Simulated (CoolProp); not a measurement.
Toluene along the isobar 12 MPa: fugacity coefficient from the reference equation and from simpler models built on Tc = 591.7 K, pc = 4.126 MPa, ω = 0.266; each cubic takes its own stable root.

Values from CoolProp's reference Helmholtz-energy equation of state, Lemmon 2006. It is a short technical equation, of lower accuracy than the large ones.

```csv
T (K),phase,reference,Soave-Redlich-Kwong,Peng-Robinson
487.1,liquid,0.09676,0.1048,…
497.3,liquid,0.1114,0.1209,0.1128
507.5,liquid,0.1272,0.1384,0.1290
517.7,liquid,0.1442,0.1571,0.1465
528,liquid,0.1624,0.1773,0.1653
538.2,liquid,…,0.1985,0.1850
548.4,liquid,0.2016,0.2208,0.2057
558.6,liquid,…,0.2440,0.2274
568.9,liquid,0.2446,0.2683,0.2501
579.1,liquid,0.2671,0.2931,…
589.3,liquid,0.2901,0.3185,0.2970
599.5,supercritical,0.3137,0.3443,0.3212
609.8,supercritical,0.3378,0.3706,0.3458
620,supercritical,0.3620,0.3968,0.3704
```

What belongs in the gaps?


- 487.1, Peng-Robinson: 0.09776
- 538.2, reference: 0.1815
- 558.6, reference: 0.2226
- 579.1, Peng-Robinson: 0.2733
